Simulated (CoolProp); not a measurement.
Model: reference Helmholtz-energy equation of state, Thol 2019, in CoolProp.

Question: For tetradecamethylhexasiloxane (MD4M), give the phase and the density (kg/m³), cp (kJ/(kg K)), isothermal compressibility (1/MPa), expansivity (1/kK) at 452.1 K and 12.4 bar; 466.6 K and 12.4 bar; 481.1 K and 12.4 bar.

Answer: 
- 452.1 K and 12.4 bar: liquid; density 738, cp 2.04, isothermal compressibility 0.00505, expansivity 1.41
- 466.6 K and 12.4 bar: liquid; density 722, cp 2.06, isothermal compressibility 0.00583, expansivity 1.46
- 481.1 K and 12.4 bar: liquid; density 707, cp 2.09, isothermal compressibility 0.00677, expansivity 1.53
